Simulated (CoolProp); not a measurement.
Model: reference Helmholtz-energy equation of state, Platzer 1990, in CoolProp. This equation is an older, rougher fit; its heat capacities, sound speeds and derivatives of the liquid may be far off and weren't checked against measurements.

Q: Give the vapour pressure (MPa), enthalpy of vaporisation (kJ/kg), vapour Z, surface tension (mN/m) of saturated CF4 (R14) at -71.35, -54.35 °C.

A: 
```tsv
T (°C)	p (MPa)	enthalpy of vaporisation (kJ/kg)	vapour Z	surface tension (mN/m)
-71.35	1.65	87.8	0.719	2.83
-54.35	2.89	57.5	0.548	0.740
```

Surface tension comes from a separate correlation (Mulero 2012).
